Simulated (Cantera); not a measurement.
Charge: 1 mol Si, 0.0059 mol H2O, 1.2 mol H2, held at 1873.15 K and 10.0 Torr.

Method: chemical equilibrium by Gibbs-energy minimisation in Cantera with the NASA 1993 tables (ideal gas, pure condensed phases). Candidate condensed phases: H2O, Si, SiO2; 18 gas species. Gases not in the tables: Si2H6 and higher silanes. Kinetics and transport are ignored.

Base state: H2 0.989, H 0.00556, SiO 0.00485, Si 0.000663, SiH 7.09e-5, SiH2 4.85e-5 (mole fractions); condensed: Si(l).

What changes in the equilibrium state with this change: temperature from 1873.15 K to 1648 K?


```tsv
species	before	after
H2	0.989	0.994
SiO	0.00485	0.00487
H	0.00556	0.000769
Si	0.000663	1.93e-5
SiH	7.09e-5	4.09e-6
SiH2	4.85e-5	8.43e-6
Si(l), mol	0.993	0
Si(s), mol	0	0.994
```
